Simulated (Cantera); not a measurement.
Reactions in the system F-Mg-N-O

Cantera with NASA thermochemical tables; ideal gases at 1 bar, condensed phases pure. Values are per mole of reaction as written; species without (g) are pure solids or liquids, kept so even where they would boil at 1 bar.

O₃(g) + 9 MgO + 6 NF₃(g) → 9 MgF₂ + 6 NO₂(g)

| T (K) | ΔH° (kJ) | ΔS° (J/K) | ΔG° (kJ) | log10 K | condensed phases |
|---|---|---|---|---|---|
| 300 | -3853.4 | -89.6 | -3826.6 | 666.25 | MgO(s), MgF₂(s) |
| 1475 | -3797.7 | -9.3 | -3784.0 | 134.00 | MgO(s), MgF₂(s) |
| 1625 | -3254.1 | 344.4 | -3813.8 | 122.59 | MgO(s), MgF₂(l) |
| 1775 | -3233.9 | 356.3 | -3866.4 | 113.78 | MgO(s), MgF₂(l) |
| 1925 | -3215.0 | 366.6 | -3920.6 | 106.38 | MgO(s), MgF₂(l) |
| 2075 | -3197.3 | 375.4 | -3976.3 | 100.09 | MgO(s), MgF₂(l) |
| 2225 | -3181.0 | 383.0 | -4033.2 | 94.68 | MgO(s), MgF₂(l) |
| 2375 | -3165.9 | 389.6 | -4091.1 | 89.98 | MgO(s), MgF₂(l) |
| 2525 | -3152.0 | 395.2 | -4150.0 | 85.85 | MgO(s), MgF₂(l) |
| 2675 | -3139.3 | 400.1 | -4209.6 | 82.20 | MgO(s), MgF₂(l) |
